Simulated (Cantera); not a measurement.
Input (Python, Cantera):

```python
import numpy as np
import cantera as ct

gas = ct.Solution("gri30.yaml")
gas.TPX = 675, 500000, {'C3H8': 1, 'O2': 9.8, 'N2': 36.9}
inlet = ct.Reservoir(gas, clone=True)
gas.equilibrate("HP")  # start burning
reactor = ct.IdealGasConstPressureReactor(gas, energy="on", clone=False)
exhaust = ct.Reservoir(gas, clone=True)
tau = [0.2, 0.086, 0.037, 0.016, 0.0068, 0.0029, 0.0013, 0.00054, 0.00023, 0.0001, 4.3e-05][0]
for a, b in ((inlet, reactor), (reactor, exhaust)):
    ct.MassFlowController(a, b, mdot=lambda t: reactor.mass / tau)
net = ct.ReactorNet([reactor])
show = ['C3H8', 'O2', 'OH', 'HO2', 'C2H4', 'H2O']

rows = []
print(f"{'tau/s':>10s}{'T/K':>9s}" + "".join(f"{s:>11s}" for s in show))
for tau in [0.2, 0.086, 0.037, 0.016, 0.0068, 0.0029, 0.0013, 0.00054, 0.00023, 0.0001, 4.3e-05]:
    net.initial_time = 0.0
    net.advance(30 * tau)
    before = gas.X
    net.advance(40 * tau)
    drift = np.max(np.abs(gas.X - before) / (gas.X + 1e-9))
    rows.append([gas.T, *gas[show].X, drift])
    print(f"{tau:10.3e}{gas.T:9.1f}" + "".join(f"{x:11.3e}" for x in gas[show].X))
```

Output:

```
     tau/s      T/K       C3H8         O2         OH        HO2       C2H4        H2O
 2.000e-01   1832.6  1.739e-07  9.843e-02  4.939e-04  1.252e-06  8.582e-07  8.185e-02
 8.600e-02   1831.8  3.711e-07  9.845e-02  5.627e-04  1.504e-06  1.714e-06  8.180e-02
 3.700e-02   1830.3  7.581e-07  9.847e-02  6.730e-04  2.015e-06  3.213e-06  8.172e-02
 1.600e-02   1827.8  1.480e-06  9.852e-02  8.303e-04  2.985e-06  5.713e-06  8.160e-02
 6.800e-03   1823.5  2.827e-06  9.861e-02  1.044e-03  4.796e-06  9.932e-06  8.142e-02
 2.900e-03   1816.5  5.236e-06  9.882e-02  1.313e-03  8.017e-06  1.686e-05  8.115e-02
 1.300e-03   1805.6  9.217e-06  9.920e-02  1.609e-03  1.326e-05  2.746e-05  8.079e-02
 5.400e-04   1785.6  1.720e-05  1.000e-01  1.949e-03  2.335e-05  4.716e-05  8.023e-02
 2.300e-04   1751.5  3.321e-05  1.018e-01  2.202e-03  4.146e-05  8.369e-05  7.941e-02
 1.000e-04   1688.1  7.576e-05  1.057e-01  2.122e-03  7.949e-05  1.769e-04  7.809e-02
 4.300e-05    675.0  2.096e-02  2.055e-01  2.616e-21  1.450e-14  5.233e-16 -4.362e-15
```

Model: GRI-Mech 3.0 (53 species, 325 reactions), integrated in Cantera. GRI-Mech 3.0 was tuned for natural gas; its chemistry of propane as a main component is partial and can be far from experiment.
